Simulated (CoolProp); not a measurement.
Saturation properties of chlorine.

Computed with CoolProp (reference Helmholtz-energy equation of state, Thol 2021).

```json
[
 {"T (°C)": "-77.25", "p (bar)": "(withheld)", "liquid density (kg/m³)": "1681", "vapour density (kg/m³)": "0.4051"},
 {"T (°C)": "-64.75", "p (bar)": "0.2076", "liquid density (kg/m³)": "1647", "vapour density (kg/m³)": "0.8565"},
 {"T (°C)": "-52.25", "p (bar)": "0.4196", "liquid density (kg/m³)": "1614", "vapour density (kg/m³)": "1.643"},
 {"T (°C)": "-39.75", "p (bar)": "0.7793", "liquid density (kg/m³)": "1580", "vapour density (kg/m³)": "2.912"},
 {"T (°C)": "-27.35", "p (bar)": "1.343", "liquid density (kg/m³)": "1545", "vapour density (kg/m³)": "4.817"},
 {"T (°C)": "-14.85", "p (bar)": "2.193", "liquid density (kg/m³)": "1510", "vapour density (kg/m³)": "7.586"},
 {"T (°C)": "-2.35", "p (bar)": "3.406", "liquid density (kg/m³)": "1475", "vapour density (kg/m³)": "11.43"},
 {"T (°C)": "10.15", "p (bar)": "5.069", "liquid density (kg/m³)": "1438", "vapour density (kg/m³)": "16.59"},
 {"T (°C)": "22.65", "p (bar)": "7.275", "liquid density (kg/m³)": "(withheld)", "vapour density (kg/m³)": "23.37"},
 {"T (°C)": "35.15", "p (bar)": "10.12", "liquid density (kg/m³)": "1361", "vapour density (kg/m³)": "32.09"},
 {"T (°C)": "47.65", "p (bar)": "13.69", "liquid density (kg/m³)": "1319", "vapour density (kg/m³)": "(withheld)"},
 {"T (°C)": "60.15", "p (bar)": "18.10", "liquid density (kg/m³)": "1276", "vapour density (kg/m³)": "(withheld)"},
 {"T (°C)": "72.65", "p (bar)": "23.43", "liquid density (kg/m³)": "(withheld)", "vapour density (kg/m³)": "(withheld)"}
]
```

Problem. Fill in the missing entries.

Solution. 
- -77.25, p (bar): 0.09264
- 22.65, liquid density (kg/m³): 1400
- 47.65, vapour density (kg/m³): 43.16
- 60.15, vapour density (kg/m³): 57.08
- 72.65, liquid density (kg/m³): 1229
- 72.65, vapour density (kg/m³): 74.53

It boils at -34.0 °C under 1 atm.
